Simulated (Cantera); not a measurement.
What does this Cantera script print?

```python
import numpy as np
import cantera as ct

gas_names = """
    Br Br2 H HBr H2 Si SiBr SiBr2 SiBr3 SiBr4 SiH SiHBr3 SiH2 SiH2Br2 SiH3 SiH3Br SiH4 Si2 Si3
""".split()
cond_names = """
    Br2(cr) Br2(L) Si(cr) Si(L)
""".split()


# ... load() reads the species with a 1 bar reference pressure and builds the phases ...
atoms = {
    'Si': {'Si': 1},
    'Br2': {'Br': 2},
    'H2': {'H': 2},
}
top_T = {}  # K; cautious upper limits of use, not melting points


# ... equilibrate(T, P, feed) seeds the gas with the atoms and calls Mixture.equilibrate('TP', solver="vcs", rtol=1e-11, max_steps=5000) ...
results = []
feed = {'Si': 1, 'Br2': 8.7, 'H2': 66}  # mol
T = 873  # K
P = 540  # Pa
mix = equilibrate(T, P, feed)
results.append((T, P, feed, dict(zip(mix.species_names, mix.species_moles))))
x = sorted(zip(gas.X, gas.species_names), reverse=True)
print(f"T = {T:g} K  P = {P:g} Pa  gas = {mix.phase_moles(0):.4g} mol")
print("   x: " + "  ".join(f"{s} {v:.3e}" for v, s in x if v > 0.0001))
print("   condensed (mol): " + ("  ".join(f"{mix.phase(i).name} {mix.phase_moles(i):.4g}"
      for i in range(1, mix.n_phases) if mix.phase_moles(i) > 1e-12) or "none"))
```

It prints:

```
T = 873 K  P = 540 Pa  gas = 73.7 mol
   x: H2 8.045e-01  HBr 1.819e-01  SiBr4 1.349e-02
   condensed (mol): none
```

These are equilibrium values from Cantera (NASA tables, ideal gas, pure condensed phases), not measurements of a reactor.
